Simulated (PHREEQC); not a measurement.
Make-up at 60 °C: 0.017 mol NiSO4, 6.4e-05 mol NaOH and 0.00011 mol HCl per kg of water. Closed to the air; pH follows from the charge balance.

All values are PHREEQC results (ion-association model, wateq4f.dat), not measurements.

Q: The ionic strength comes out as 0.0436 mol/kgw. What activity coefficients do Cl-, H+, NaSO4-, Ni(SO4)2-2, Na+ get?

A: Cl- 0.81, H+ 0.85, NaSO4- 0.83, Ni(SO4)2-2 0.45, Na+ 0.82.

This is a speciation only: nothing precipitates in the calculation. Constants without temperature data keep their 25 °C values here.
